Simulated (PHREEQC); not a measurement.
Dissolve 33 mmol/kgw HNO3 and 0.51 mmol/kgw CO2 at 25 °C. Closed to the air; pH follows from the charge balance.

All values are PHREEQC results (ion-association model, phreeqc.dat), not measurements.

Each row changes one thing in this solution. Precipitation was switched off in this run.

```
case                                           pH  ionic strength (mol/kgw)
-------------------------------------------  ----  ------------------------
as made                                      1.54                    0.0330
CO2 replaced by Li2CO3 at the same molality  1.55                    0.0330
CO2 from 0.00051 to 0.000459 mol/kgw         1.54                    0.0330
CO2 left out                                 1.54                    0.0330
diluted 10-fold with water                   2.51                   0.00330
temperature from 25 to 70 °C                 1.55                    0.0330
0.056 mol/kgw NaHCO3 added                   6.09                    0.0555
temperature from 25 to 85 °C                 1.55                    0.0330
temperature from 25 to 80 °C                 1.55                    0.0330
```

Complexes and solids missing from the database can't appear. Away from 25 °C the constants follow the database's enthalpies or fits; those with neither stay at their 25 °C values.
